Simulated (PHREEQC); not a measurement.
Dissolve 0.96 mol NaCl and 0.015 mol K2SO4 per kg of water at 59 °C. It is in equilibrium with CO2 at log p = -3.5 (atm). Otherwise closed; pH follows from the charge balance.

Computed with PHREEQC (Pitzer model, pitzer.dat).

```json
{
  "pH": "5.74",
  "ionic_strength": "1.00 mol/kgw",
  "activity_of_water": "0.967",
  "density": "1.022 g/cm³",
  "osmotic_coefficient": "0.934"
}
```

| species | molality | activity | log γ |
|---|---|---|---|
| Cl- | 0.960 | 0.579 | -0.220 |
| Na+ | 0.960 | 0.671 | -0.156 |
| K+ | 0.0300 | 0.0188 | -0.203 |
| SO4-2 | 0.0150 | 0.000987 | -1.182 |
| CO2 | 4.51e-6 | 5.28e-6 | 0.069 |
| HCO3- | 2.86e-6 | 1.48e-6 | -0.286 |
| H+ | 2.13e-6 | 1.82e-6 | -0.069 |
| HSO4- | 8.14e-7 | 4.63e-7 | -0.245 |
| OH- | 8.83e-8 | 4.86e-8 | -0.259 |

Precipitation was switched off in this run. In brines, pH and single-ion activities rest on the MacInnes convention. At this temperature some constants are extrapolated from 25 °C, and those without enthalpy data are left unchanged.
